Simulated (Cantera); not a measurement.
A closed system holds: 1 mol toluene, 1.8 mol H2O, at 1248 K and 260 Pa.

Equilibrium computed with Cantera from the NASA thermochemical tables; the gas is ideal and each condensed phase is pure. Candidate condensed phases: C, C6H6, C7H8, C8H18, H2O; 110 gas species. The numbers say what is thermodynamically allowed, not how fast it happens.

Base state: H2 0.763, CO 0.237, CH4 1.69e-5 (mole fractions); condensed: C(graphite).

Q: What changes in the equilibrium state with this change: pressure from 260 Pa to 420000 Pa?

A: 
| species | before | after |
|---|---|---|
| H2 | 0.763 | 0.731 |
| CO | 0.237 | 0.231 |
| CH4 | 1.69e-5 | 0.0250 |
| H2O | 7.23e-6 | 0.0109 |
| CO2 | 1.44e-6 | 0.00221 |
| C(graphite), mol | 5.20 | 5.11 |

Q: What changes in the equilibrium state with this change: toluene replaced by CH4?

A: 
| species | before | after |
|---|---|---|
| H2 | 0.763 | 0.650 |
| CO | 0.237 | 0.183 |
| H2O | 7.23e-6 | 0.141 |
| CO2 | 1.44e-6 | 0.0255 |
| CH4 | 1.69e-5 | <1e-9 |
| C(graphite), mol | 5.20 | 0 |

Q: What changes in the equilibrium state with this change: temperature from 1248 K to 1873.15 K?

A: 
```csv
species,before,after
H2,0.763,0.753
CO,0.237,0.236
H,8.00e-6,0.0110
C2H2 (acetylene),1.86e-7,0.000235
CH4,1.69e-5,8.99e-7
"C(graphite), mol",5.20,5.20
```
